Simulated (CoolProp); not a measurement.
Values from CoolProp's reference Helmholtz-energy equation of state, Fiedler 2023.

Give the vapour pressure (kPa), liquid density (kg/m³), vapour density (kg/m³), enthalpy of vaporisation (kJ/kg) of saturated tetrahydrofuran at 450.8 K.


```json
[
 {"T (K)": "450.8", "p (kPa)": "1400", "liquid density (kg/m³)": "686", "vapour density (kg/m³)": "33.5", "enthalpy of vaporisation (kJ/kg)": "311"}
]
```
